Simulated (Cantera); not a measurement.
Input: 1 mol FeS₂, a varied amount of H₂, 1.4 mol H₂O, held at 575 °C and 0.100 bar.

Cantera equilibrium calculation (NASA polynomials, part measured and part estimated; ideal gas, pure solids and liquids). Candidate condensed phases: Fe, FeO, Fe(OH)₂, Fe(OH)₃, FeS, FeSO₄, FeS₂, Fe₂O₃, Fe₂(SO₄)₃, Fe₃O₄, H₂O, H₂SO₄, S; 22 gas species. FeS: taken at fixed stoichiometry. The numbers say what is thermodynamically allowed, not how fast it happens.

x: gas mole fraction; n: condensed amount in mol.

| n(H₂) (mol) | x H₂ | x H₂O | x H₂S | x S₂ | x SH | x SO₂ | n FeS(s) |
|---|---|---|---|---|---|---|---|
| 2.1 | 0.314 | 0.400 | 0.286 | ___ | 2.82e-7 | 8.10e-9 | 1.00 |
| 3.9 | 0.547 | 0.264 | 0.189 | ___ | 1.41e-7 | 4.42e-10 | 1.00 |
| 7.2 | 0.721 | 0.163 | 0.116 | ___ | 7.57e-8 | 4.52e-11 | 1.00 |
| 13 | 0.833 | 0.0972 | 0.0694 | ___ | 4.20e-8 | 6.24e-12 | 1.00 |
| 25 | 0.909 | 0.0530 | 0.0379 | ___ | 2.20e-8 | <1e-12 | 1.00 |
| 46 | 0.949 | 0.0295 | 0.0211 | ___ | 1.20e-8 | <1e-12 | 1.00 |
| 85 | 0.972 | 0.0162 | 0.0116 | ___ | 6.49e-9 | <1e-12 | 1.00 |
| 160 | 0.985 | 0.00867 | 0.00620 | ___ | 3.45e-9 | <1e-12 | 1.00 |

Question: Complete the blanks.

Answer: 
- 2.1, x S₂: 9.40e-6
- 3.9, x S₂: 1.35e-6
- 7.2, x S₂: 2.96e-7
- 13, x S₂: 7.90e-8
- 25, x S₂: 1.98e-8
- 46, x S₂: 5.62e-9
- 85, x S₂: 1.61e-9
- 160, x S₂: 4.50e-10
